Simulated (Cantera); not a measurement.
Cantera run, input and output.

```python
import numpy as np
import cantera as ct

gas = ct.Solution("gri30.yaml")
gas.TPX = 373, 790000, {'CO': 1, 'H2': 0.065, 'O2': 1.02, 'N2': 6.86}
inlet = ct.Reservoir(gas, clone=True)
gas.equilibrate("HP")  # start burning
reactor = ct.IdealGasConstPressureReactor(gas, energy="on", clone=False)
exhaust = ct.Reservoir(gas, clone=True)
tau = [0.21, 0.1, 0.048, 0.023, 0.011, 0.0054, 0.0026, 0.0012, 0.0006, 0.00029, 0.00014, 6.6e-05, 3.2e-05][0]
for a, b in ((inlet, reactor), (reactor, exhaust)):
    ct.MassFlowController(a, b, mdot=lambda t: reactor.mass / tau)
net = ct.ReactorNet([reactor])
show = ['CO', 'H2', 'O2', 'H2O2', 'NO']

rows = []
print(f"{'tau/s':>10s}{'T/K':>9s}" + "".join(f"{s:>11s}" for s in show))
for tau in [0.21, 0.1, 0.048, 0.023, 0.011, 0.0054, 0.0026, 0.0012, 0.0006, 0.00029, 0.00014, 6.6e-05, 3.2e-05]:
    net.initial_time = 0.0
    net.advance(30 * tau)
    before = gas.X
    net.advance(40 * tau)
    drift = np.max(np.abs(gas.X - before) / (gas.X + 1e-9))
    rows.append([gas.T, *gas[show].X, drift])
    print(f"{tau:10.3e}{gas.T:9.1f}" + "".join(f"{x:11.3e}" for x in gas[show].X))
```

It prints:

```
     tau/s      T/K         CO         H2         O2       H2O2         NO
 2.100e-01   1398.8  8.929e-04  6.459e-06  5.835e-02  4.475e-08  1.174e-05
 1.000e-01   1393.3  1.614e-03  1.144e-05  5.868e-02  7.783e-08  1.119e-05
 4.800e-02   1382.7  3.004e-03  2.080e-05  5.933e-02  1.493e-07  9.279e-06
 2.300e-02   1356.9  6.376e-03  4.304e-05  6.092e-02  3.696e-07  5.770e-06
 1.100e-02    373.0  1.118e-01  7.267e-03  1.140e-01  1.713e-20  1.936e-25
 5.400e-03    373.0  1.118e-01  7.267e-03  1.140e-01  9.780e-23  1.106e-27
 2.600e-03    373.0  1.118e-01  7.267e-03  1.140e-01  6.178e-24  6.983e-29
 1.200e-03    373.0  1.118e-01  7.267e-03  1.140e-01  3.902e-25  4.411e-30
 6.000e-04    373.0  1.118e-01  7.267e-03  1.140e-01  2.465e-26  2.786e-31
 2.900e-04    373.0  1.118e-01  7.267e-03  1.140e-01  1.557e-27  1.760e-32
 1.400e-04    373.0  1.118e-01  7.267e-03  1.140e-01  9.835e-29  1.112e-33
 6.600e-05    373.0  1.118e-01  7.267e-03  1.140e-01  6.212e-30  7.022e-35
 3.200e-05    373.0  1.118e-01  7.267e-03  1.140e-01  3.924e-31  4.436e-36
```

Computed with Cantera and GRI-Mech 3.0 (53 species, 325 reactions). The hydrogen kinetics of GRI-Mech 3.0 are dated; newer H2 mechanisms differ, most at raised pressure.
